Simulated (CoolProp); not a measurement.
A simple Rankine cycle with CH2F2 (R32): condensing at 297.15 K, boiler at 4.18 MPa, turbine inlet 350.9 K, turbine efficiency 0.75, pump efficiency 0.6, no recuperator. Each further row changes one setting.

The numbers come from the reference Helmholtz-energy equation of state, Tillner-Roth 1997 in CoolProp.

```tsv
case	thermal efficiency (%)	net work (kJ/kg)	heat in (kJ/kg)	turbine exit temperature (K)	volume ratio over the turbine
as stated	7.0	19.9	285	297.1	2.43
turbine inlet 370.9 K	7.6	24.3	319	312.6	2.35
condensing temperature 289.15 K	8.4	25.1	299	289.1	3.02
boiler pressure 2.93 MPa	5.0	15.9	315	316.1	1.69
turbine efficiency 0.65	5.9	16.7	285	297.1	2.45
```

The expansion ends wet for: as stated; condensing temperature 289.15 K; turbine efficiency 0.65.
